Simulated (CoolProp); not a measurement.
Saturation properties of n-nonane.

The numbers come from the reference Helmholtz-energy equation of state, Lemmon 2006 in CoolProp. It is a short technical equation, of lower accuracy than the large ones.

```csv
T (°C),p (MPa),liquid density (kg/m³),enthalpy of vaporisation (kJ/kg),vapour Z,liquid viscosity (µPa s),liquid conductivity (mW/(m K))
198.55,0.3089,561.8,253.8,0.8728,147,88.9
200.85,0.3238,559.3,252.0,0.8686,145,88.4
203.05,0.3386,556.9,250.1,0.8644,142,88.1
205.25,0.3538,554.5,(withheld),0.8601,140,87.7
207.55,0.3704,552.0,246.4,0.8555,137,(withheld)
209.75,0.3867,549.5,244.5,0.8510,135,86.9
212.05,0.4043,546.9,242.5,0.8462,(withheld),86.5
214.25,0.4218,544.4,240.6,0.8416,131,(withheld)
216.55,0.4407,541.8,238.5,0.8365,128,85.7
218.75,0.4593,539.2,236.5,0.8316,126,85.3
220.95,0.4785,536.6,234.5,0.8266,124,(withheld)
223.25,0.4993,533.9,232.4,0.8213,122,(withheld)
225.45,0.5198,531.2,230.3,0.8161,120,84.1
```

### Question
Some entries are withheld; supply them.

### Answer

- 205.25, enthalpy of vaporisation (kJ/kg): 248.3
- 207.55, liquid conductivity (mW/(m K)): 87.3
- 212.05, liquid viscosity (µPa s): 133
- 214.25, liquid conductivity (mW/(m K)): 86.1
- 220.95, liquid conductivity (mW/(m K)): 84.9
- 223.25, liquid conductivity (mW/(m K)): 84.5

It boils at 150.8 °C under 1 atm.

Viscosity comes from a separate model (Huber 2004). Thermal conductivity comes from a separate model (Huber 2005).
